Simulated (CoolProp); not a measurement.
n-nonane along the isotherm 326.85 °C: density (kg/m³) from the reference equation and from simpler models built on Tc = 321.4 °C, pc = 2.282 MPa, ω = 0.443; each cubic takes its own stable root.

The numbers come from the reference Helmholtz-energy equation of state, Lemmon 2006 in CoolProp. It is a short technical equation, of lower accuracy than the large ones.

```tsv
p (MPa)	phase	reference
0.018	gas	0.4640
0.0272	gas	0.7021
0.0411	gas	1.063
0.0619	gas	1.606
0.0934	gas	2.435
0.141	gas	3.704
0.213	gas	5.659
0.321	gas	8.681
0.484	gas	13.46
0.73	gas	21.29
1.1	gas	34.87
1.66	gas	62.70
2.51	supercritical	282.5
3.78	supercritical	391.1
5.7	supercritical	427.9
```

### Question
How far does each simpler model (ideal gas, Redlich-Kwong, Soave-Redlich-Kwong, Peng-Robinson) lie from the reference over these 15 states: mean and median of the absolute difference, and the worst?

### Answer
- ideal gas: mean 20.1 %, median 4.9 %, worst -77.2 % at 326.85 °C and 2.51 MPa
- Redlich-Kwong: mean 4.1 %, median 0.1 %, worst -20.5 % at 326.85 °C and 3.78 MPa
- Soave-Redlich-Kwong: mean 4.6 %, median 0.2 %, worst -24.8 % at 326.85 °C and 2.51 MPa
- Peng-Robinson: mean 2.9 %, median 0.3 %, worst -18.6 % at 326.85 °C and 2.51 MPa
